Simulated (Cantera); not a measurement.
A freely propagating, adiabatic, planar premixed flame of CH4 : C2H6 : C3H8 : O2 : N2 = 1 : 0.69 : 1.5 : 13.4 : 50.3 (molar parts), equivalence ratio 0.89, unburnt at 398 K and 7.20 bar; mixture-averaged transport, grid criteria slope 0.08 and curve 0.16, no radiation.

Detailed kinetics in Cantera: GRI-Mech 3.0 (53 species, 325 reactions). GRI-Mech 3.0 was tuned for natural gas; its chemistry of propane as a main component is partial and can be far from experiment. Burning velocities carry a grid error of a few per cent, more on coarse grids.

x: mole fraction of selected species; z is measured from the peak of heat release.

```csv
z (mm),T (K),u (m/s),x CH4,x C2H6,x C3H8,x NO,x C2H4,x CH3
-0.238,398,0.352,0.0149,0.0103,0.0224,<1e-8,7.10e-7,<1e-8
-0.159,402,0.355,0.0149,0.0103,0.0224,<1e-8,8.55e-6,<1e-8
-0.119,413,0.366,0.0147,0.0103,0.0223,<1e-8,3.99e-5,<1e-8
-0.0793,488,0.435,0.0140,0.00997,0.0220,(withheld),0.000365,1.93e-8
-0.0396,899,0.816,0.0105,0.00724,0.0166,(withheld),0.00328,3.11e-5
-0.0198,1314,1.21,0.00697,0.00344,0.00688,(withheld),0.00583,0.000518
0,1735,1.62,0.00226,0.000219,0.000193,(withheld),0.00219,0.000711
0.0198,1934,1.80,0.000152,3.02e-7,4.45e-8,(withheld),5.41e-5,6.14e-5
0.0396,2022,1.87,4.93e-6,<1e-8,<1e-8,(withheld),5.28e-7,2.28e-6
0.0793,2115,1.94,<1e-8,<1e-8,<1e-8,(withheld),<1e-8,<1e-8
0.159,2191,2.00,<1e-8,<1e-8,<1e-8,(withheld),<1e-8,<1e-8
0.317,2234,2.03,<1e-8,<1e-8,<1e-8,(withheld),<1e-8,<1e-8
0.634,2251,2.05,<1e-8,<1e-8,<1e-8,(withheld),<1e-8,<1e-8
```

Q: What belongs in the gaps?

A: 
- -0.0793, x NO: 5.70e-8
- -0.0396, x NO: 1.39e-6
- -0.0198, x NO: 4.74e-6
- 0, x NO: 9.70e-6
- 0.0198, x NO: 1.60e-5
- 0.0396, x NO: 2.10e-5
- 0.0793, x NO: 2.75e-5
- 0.159, x NO: 3.57e-5
- 0.317, x NO: 4.55e-5
- 0.634, x NO: 5.87e-5
